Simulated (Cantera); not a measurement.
Input (Python, Cantera):

```python
import numpy as np
import cantera as ct

gas = ct.Solution("gri30.yaml")
gas.TPX = 648, 101325, {'CH4': 1, 'C2H6': 0.03, 'C3H8': 0.16, 'O2': 2.64, 'N2': 9.93, 'H2O': 0.34}
flame = ct.FreeFlame(gas, width=0.04)
flame.set_refine_criteria(ratio=3, slope=0.08, curve=0.16)
flame.transport_model = "mixture-averaged"
flame.solve(loglevel=0, auto=True)
z, T = flame.grid, flame.T
thick = (T[-1] - T[0]) / np.gradient(T, z).max()
show = ['CH4', 'C2H6', 'C3H8', 'C2H', 'N2O', 'CH2O']
print(f"laminar burning velocity  {flame.velocity[0] * 100:.3f} cm/s")
print(f"burnt temperature         {T[-1]:.1f} K")
print(f"thermal thickness         {thick * 1e3:.4f} mm")
print(f"grid points               {len(z)}")
z0 = z[flame.heat_release_rate.argmax()]
print(f"{'z/mm':>9s}{'T/K':>9s}{'u/(m/s)':>9s}" + "".join(f"{s:>11s}" for s in show))
rows = []
for k in (-3, -2, -1.5, -1, -0.5, -0.25, 0, 0.25, 0.5, 1, 2, 4, 8):
    zz = z0 + k * thick
    rows.append([k * thick, np.interp(zz, z, T), np.interp(zz, z, flame.velocity),
                 *(np.interp(zz, z, flame.X[gas.species_index(s)]) for s in show)])
    print(f"{rows[-1][0] * 1e3:9.3f}{rows[-1][1]:9.1f}{rows[-1][2]:9.3f}" + "".join(f"{x:11.3e}" for x in rows[-1][3:]))
```

Result:

```
laminar burning velocity  152.782 cm/s
burnt temperature         2386.7 K
thermal thickness         0.3060 mm
grid points               151
     z/mm      T/K  u/(m/s)        CH4       C2H6       C3H8        C2H        N2O       CH2O
   -0.918    648.1    1.530  7.083e-02  2.125e-03  1.134e-02  8.929e-25  1.158e-13  8.522e-08
   -0.612    649.2    1.536  7.059e-02  2.121e-03  1.131e-02  5.379e-21  2.786e-12  1.846e-06
   -0.459    654.7    1.553  7.006e-02  2.116e-03  1.128e-02  1.161e-18  2.230e-11  1.340e-05
   -0.306    700.0    1.673  6.738e-02  2.133e-03  1.108e-02  2.707e-15  3.166e-10  1.442e-04
   -0.153   1042.9    2.547  5.076e-02  2.516e-03  7.679e-03  1.386e-10  5.508e-09  1.062e-03
   -0.076   1441.7    3.589  2.980e-02  1.703e-03  2.148e-03  5.171e-08  1.697e-08  1.405e-03
    0.000   1821.2    4.594  8.316e-03  1.528e-04  4.246e-05  1.545e-06  3.797e-08  7.663e-04
    0.076   1992.7    5.036  8.560e-04  1.094e-06  2.512e-08  1.338e-06  5.997e-08  1.620e-04
    0.153   2039.4    5.138  4.569e-05  2.218e-09  1.814e-12  1.180e-07  7.356e-08  1.214e-05
    0.306   2080.7    5.212  1.310e-07  3.245e-14  3.309e-19  2.963e-10  7.702e-08  3.911e-08
    0.612   2132.5    5.316  1.575e-11  4.025e-20  5.261e-27  3.111e-14  7.524e-08  2.950e-10
    1.224   2196.2    5.452  1.798e-15  3.785e-26  2.004e-35  3.455e-19  7.644e-08  2.591e-10
    2.448   2265.2    5.597  1.203e-15  5.462e-28  5.514e-40  1.785e-21  7.942e-08  2.266e-10
```

Computed with Cantera and GRI-Mech 3.0 (53 species, 325 reactions). GRI-Mech 3.0 was tuned for natural gas; its chemistry of propane as a main component is partial and can be far from experiment. Burning velocities carry a grid error of a few per cent, more on coarse grids.
